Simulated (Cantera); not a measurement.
# Transport properties of process gases

Gas mixture: O2 = 0.52 (molar parts), at 210 Torr, frozen composition.

Cantera's kinetic-theory transport with the Lennard-Jones parameters of GRI-Mech 3.0, ideal gas; thermal conductivity in the multicomponent form.

| T (K) | ρ (kg/m³) | cp (J/kg/K) | μ (µPa s) | λ (mW/m/K) | Pr | D (cm²/s) CH4 | D (cm²/s) NO | D (cm²/s) C2H2 |
|---|---|---|---|---|---|---|---|---|
| 400 | 0.269 | 941.4 | 25.6 | 33.9 | 0.712 | 1.36 | 1.23 | 1.01 |
| 500 | 0.216 | 971.4 | 30.0 | 41.1 | 0.711 | 2.01 | 1.80 | 1.50 |
| 600 | 0.180 | 1003 | 34.1 | 48.1 | 0.710 | 2.75 | 2.46 | 2.07 |
| 700 | 0.154 | 1031 | 37.8 | 54.9 | 0.710 | 3.58 | 3.19 | 2.69 |
| 800 | 0.135 | 1055 | 41.4 | 61.5 | 0.710 | 4.48 | 3.99 | 3.38 |
| 900 | 0.120 | 1074 | 44.7 | 67.7 | 0.709 | 5.46 | 4.86 | 4.13 |
| 1000 | 0.108 | 1090 | 47.9 | 73.7 | 0.709 | 6.52 | 5.79 | 4.93 |
D: mixture-averaged diffusion coefficient of that species in the mixture.
